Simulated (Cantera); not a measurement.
Charge: 1 mol Na₂SO₄, 1.3 mol H₂O, 0.12 mol O₂, equilibrated at 43.0 Pa.

Method: chemical equilibrium by Gibbs-energy minimisation in Cantera with the NASA 1993 tables (ideal gas, pure condensed phases). Candidate condensed phases: H₂O, H₂SO₄, Na, NaOH, NaO₂, Na₂O, Na₂O₂, Na₂S, Na₂SO₄, S; 27 gas species. Kinetics and transport are ignored. All values below are at 1223 K.

Base state: H₂O 0.912, O₂ 0.0848, NaOH 0.00200, SO₂ 0.00103, Na₂SO₄ 0.000529, OH 6.80e-5, Na 6.07e-5 (mole fractions); condensed: Na₂SO₄(l).

**Question.** What changes in the equilibrium state with this change: Na₂SO₄ replaced by MgSO₄?

**Answer.** 
```tsv
species	before	after
H₂O	0.912	0.445
SO₂	0.00103	0.342
O₂	0.0848	0.212
NaOH	0.00200	0
Na₂SO₄	0.000529	0
Na	6.07e-5	0
Na₂SO₄(l), mol	0.998	0
MgO(s), mol	0	1.00
```
Further candidate phases: Mg, MgO, Mg(OH)₂, MgS, MgSO₄.
